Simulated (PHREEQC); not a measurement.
Synthetic water in mg/kgw, 25 °C, pH 2.37, pe 11.9:

| constituent | mg/kgw |
|---|---|
| Na | 170 |
| K | 0.912 |
| Ca | 265 |
| Mg | 23.2 |
| Cl | 70.4 |
| S(6) as SO4 | 2680 |
| N(5) as NO3 | 0.552 |
| Cu(2) | 7.6 |

Na is adjusted to close the charge balance.
Valence states are taken as typed.

Equilibrium calculation in PHREEQC: ion-association model, phreeqc.dat.

The ionic strength comes out as 0.0703 mol/kgw. What activity coefficients do Mg+2, Na+, K+, KSO4-, NO3- get?

Mg+2 0.44, Na+ 0.81, K+ 0.79, KSO4- 0.81, NO3- 0.78.

This is a speciation only: nothing precipitates in the calculation.
